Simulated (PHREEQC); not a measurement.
Dissolve 0.27 mol HCl, 0.0026 mol Al2(SO4)3 and 0.21 mol NiSO4 per kg of water at 50 °C. Closed to the air; pH follows from the charge balance.

The numbers come from PHREEQC with the ion-association model, wateq4f.dat.

This is a speciation only: nothing precipitates in the calculation.

Problem. What pH does the model give?

Solution. pH 1.01.

Problem. In which forms is Al present?

Solution. AlSO4+ 63 %, Al+3 24 %, Al(SO4)2- 12 %, AlHSO4+2 1.6 % of the Al.

Species that the database lacks are ignored. At this temperature some constants are extrapolated from 25 °C, and those without enthalpy data are left unchanged.
